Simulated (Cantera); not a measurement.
A freely propagating, adiabatic, planar premixed flame of 22.2 % H2, 16.4 % O2, 61.4 % N2, unburnt at 550 K and 6.42 atm; multicomponent+Soret transport, grid criteria slope 0.08 and curve 0.16, no radiation.

Model: the H2/O2 subset of GRI-Mech 3.0, which has no nitrogen chemistry, integrated in Cantera. The hydrogen kinetics of GRI-Mech 3.0 are dated; newer H2 mechanisms differ, most at raised pressure. Burning velocities carry a grid error of a few per cent, more on coarse grids. Lean hydrogen flames are cellular in practice and burn faster than this planar one.

x: mole fraction of selected species; z is measured from the peak of heat release.

```json
[
 {"z (mm)": "-0.136", "T (K)": "550", "u (m/s)": "2.18", "x H2": "0.221", "x O2": "0.164", "x H2O": "3.11e-6", "x O": "<1e-8", "x HO2": "3.33e-8", "x H": "<1e-8"},
 {"z (mm)": "-0.0908", "T (K)": "551", "u (m/s)": "2.18", "x H2": "0.217", "x O2": "0.165", "x H2O": "4.20e-5", "x O": "<1e-8", "x HO2": "5.93e-7", "x H": "<1e-8"},
 {"z (mm)": "-0.0681", "T (K)": "553", "u (m/s)": "2.16", "x H2": "0.210", "x O2": "0.166", "x H2O": "0.000213", "x O": "1.19e-8", "x HO2": "3.54e-6", "x H": "<1e-8"},
 {"z (mm)": "-0.0454", "T (K)": "566", "u (m/s)": "2.17", "x H2": "0.189", "x O2": "0.170", "x H2O": "0.00161", "x O": "1.76e-7", "x HO2": "3.57e-5", "x H": "<1e-8"},
 {"z (mm)": "-0.0227", "T (K)": "726", "u (m/s)": "2.64", "x H2": "0.135", "x O2": "0.172", "x H2O": "0.0216", "x O": "1.76e-5", "x HO2": "0.000684", "x H": "2.89e-5"},
 {"z (mm)": "-0.0113", "T (K)": "1048", "u (m/s)": "3.75", "x H2": "0.0962", "x O2": "0.154", "x H2O": "0.0663", "x O": "0.000358", "x HO2": "0.000814", "x H": "0.000908"},
 {"z (mm)": "0", "T (K)": "1423", "u (m/s)": "5.06", "x H2": "0.0557", "x O2": "0.120", "x H2O": "0.131", "x O": "0.00213", "x HO2": "0.000450", "x H": "0.00403"},
 {"z (mm)": "0.0113", "T (K)": "1681", "u (m/s)": "5.98", "x H2": "0.0271", "x O2": "0.0903", "x H2O": "0.180", "x O": "0.00414", "x HO2": "0.000243", "x H": "0.00595"},
 {"z (mm)": "0.0227", "T (K)": "1831", "u (m/s)": "6.50", "x H2": "0.0141", "x O2": "0.0752", "x H2O": "0.204", "x O": "0.00470", "x HO2": "0.000144", "x H": "0.00522"},
 {"z (mm)": "0.0454", "T (K)": "1973", "u (m/s)": "6.99", "x H2": "(withheld)", "x O2": "0.0668", "x H2O": "0.221", "x O": "(withheld)", "x HO2": "(withheld)", "x H": "(withheld)"},
 {"z (mm)": "0.0908", "T (K)": "2068", "u (m/s)": "7.30", "x H2": "(withheld)", "x O2": "0.0646", "x H2O": "0.231", "x O": "(withheld)", "x HO2": "(withheld)", "x H": "(withheld)"},
 {"z (mm)": "0.182", "T (K)": "2114", "u (m/s)": "7.45", "x H2": "0.00104", "x O2": "0.0644", "x H2O": "0.236", "x O": "0.000593", "x HO2": "1.07e-5", "x H": "0.000166"},
 {"z (mm)": "0.363", "T (K)": "2129", "u (m/s)": "7.49", "x H2": "0.000418", "x O2": "0.0646", "x H2O": "0.238", "x O": "0.000254", "x HO2": "5.79e-6", "x H": "4.47e-5"}
]
```

**Question.** Some entries are withheld; supply them.

**Answer.** 
- 0.0454, x H2: 0.00659
- 0.0454, x O: 0.00353
- 0.0454, x HO2: 6.91e-5
- 0.0454, x H: 0.00269
- 0.0908, x H2: 0.00291
- 0.0908, x O: 0.00165
- 0.0908, x HO2: 2.80e-5
- 0.0908, x H: 0.000792
